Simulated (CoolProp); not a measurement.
R113 at several states: Z from the reference equation and from simpler models built on Tc = 214.1 °C, pc = 33.92 bar, ω = 0.253; each cubic takes its own stable root.

Values from CoolProp's reference Helmholtz-energy equation of state, Marx 1992.

```tsv
T (°C)	p (bar)	phase	reference	van der Waals	Redlich-Kwong	Peng-Robinson
202.95	113	liquid	0.4654	0.6482	0.5086	0.4530
28.65	0.12	gas	0.9944	0.9968	0.9955	0.9948
33.95	0.11	gas	0.9951	0.9972	0.9960	0.9954
75.45	0.165	gas	0.9952	0.9968	0.9958	0.9951
198.15	4.91	gas	0.9434	0.9515	0.9437	0.9371
190.45	62.4	liquid	0.2713	0.3969	0.3101	0.2716
```
